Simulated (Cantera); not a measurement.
A Cantera script and its output.

```python
import numpy as np
import cantera as ct

gas = ct.Solution("gri30.yaml")
gas.TPX = 600, 13332, {'CH4': 1, 'H2': 0.36, 'O2': 1.56, 'N2': 7.16}
flame = ct.FreeFlame(gas, width=0.16)
flame.set_refine_criteria(ratio=3, slope=0.08, curve=0.16)
flame.transport_model = "mixture-averaged"
flame.solve(loglevel=0, auto=True)
z, T = flame.grid, flame.T
thick = (T[-1] - T[0]) / np.gradient(T, z).max()
show = ['CH4', 'H2', 'O2', 'H2O', 'H', 'HO2']
print(f"laminar burning velocity  {flame.velocity[0] * 100:.3f} cm/s")
print(f"burnt temperature         {T[-1]:.1f} K")
print(f"thermal thickness         {thick * 1e3:.4f} mm")
print(f"grid points               {len(z)}")
z0 = z[flame.heat_release_rate.argmax()]
print(f"{'z/mm':>9s}{'T/K':>9s}{'u/(m/s)':>9s}" + "".join(f"{s:>11s}" for s in show))
rows = []
for k in (-3, -2, -1.5, -1, -0.5, -0.25, 0, 0.25, 0.5, 1, 2, 4, 8):
    zz = z0 + k * thick
    rows.append([k * thick, np.interp(zz, z, T), np.interp(zz, z, flame.velocity),
                 *(np.interp(zz, z, flame.X[gas.species_index(s)]) for s in show)])
    print(f"{rows[-1][0] * 1e3:9.3f}{rows[-1][1]:9.1f}{rows[-1][2]:9.3f}" + "".join(f"{x:11.3e}" for x in rows[-1][3:]))
```

Output:

```
laminar burning velocity  123.114 cm/s
burnt temperature         2039.4 K
thermal thickness         2.5313 mm
grid points               157
     z/mm      T/K  u/(m/s)        CH4         H2         O2        H2O          H        HO2
   -7.594    600.2    1.233  9.908e-02  3.672e-02  1.546e-01  2.600e-05  4.421e-09  3.888e-07
   -5.063    603.0    1.241  9.866e-02  3.908e-02  1.541e-01  3.675e-04  3.122e-07  5.344e-06
   -3.797    615.0    1.270  9.761e-02  4.213e-02  1.531e-01  1.744e-03  3.108e-06  1.634e-05
   -2.531    689.7    1.435  9.236e-02  4.825e-02  1.481e-01  9.922e-03  3.546e-05  2.697e-05
   -1.266   1054.5    2.232  6.550e-02  5.849e-02  1.188e-01  4.922e-02  4.047e-04  4.275e-05
   -0.633   1397.6    2.996  3.692e-02  6.352e-02  8.258e-02  8.819e-02  1.578e-03  8.143e-05
    0.000   1709.8    3.707  1.132e-02  6.428e-02  4.194e-02  1.272e-01  4.934e-03  4.714e-05
    0.633   1868.9    4.068  1.756e-03  5.980e-02  1.641e-02  1.502e-01  9.334e-03  7.058e-06
    1.266   1916.9    4.170  1.871e-04  5.590e-02  6.039e-03  1.588e-01  1.231e-02  7.059e-07
    2.531   1934.6    4.198  1.998e-06  5.474e-02  1.415e-03  1.603e-01  1.405e-02  1.024e-07
    5.063   1942.2    4.206  2.312e-09  5.604e-02  8.124e-04  1.584e-01  1.399e-02  6.716e-08
   10.125   1950.3    4.220  1.877e-12  5.653e-02  7.144e-04  1.582e-01  1.327e-02  6.037e-08
   20.250   1962.9    4.243  2.941e-15  5.670e-02  5.970e-04  1.591e-01  1.200e-02  5.206e-08
```

Model: GRI-Mech 3.0 (53 species, 325 reactions), integrated in Cantera. Burning velocities carry a grid error of a few per cent, more on coarse grids.
